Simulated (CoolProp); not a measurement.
Vapour-liquid equilibrium of CH2F2 (R32) (1) + R227EA (2) at 0.77 MPa; x and y are mole fractions of (1).

Values from CoolProp's multi-fluid Helmholtz-energy mixture model, Tillner-Roth 1997 and Lemmon 2016; pair parameters Bell 2016.

| x | bubble temperature, mixture model (K) | bubble temperature, Raoult's law (K) | y, mixture model | y, Raoult's law |
|---|---|---|---|---|
| 0.05 | 312.3 | 312.1 | 0.131 | 0.157 |
| 0.15 | 304.4 | 304.7 | 0.351 | 0.390 |
| 0.25 | 297.4 | 298.5 | 0.518 | 0.553 |
| 0.35 | 291.6 | 293.2 | 0.639 | 0.671 |
| 0.45 | 286.8 | 288.7 | 0.728 | 0.760 |
| 0.55 | 283.0 | 284.7 | 0.795 | 0.828 |
| 0.65 | 279.8 | 281.2 | 0.849 | 0.881 |
| 0.75 | 277.1 | 278.1 | 0.894 | 0.924 |
| 0.85 | 274.7 | 275.2 | 0.936 | 0.959 |
| 0.95 | 272.5 | 272.7 | 0.978 | 0.988 |

The largest gap from Raoult's law is -1.9 K in bubble temperature, at x = 0.45. No azeotrope shows between x = 0.05 and 0.95.

The pair parameters rest on a limited set of measurements; away from them the model extrapolates. The gap from Raoult's law changes sign with composition, which may be real or a fault of the pair parameters; it wasn't checked against measurements.
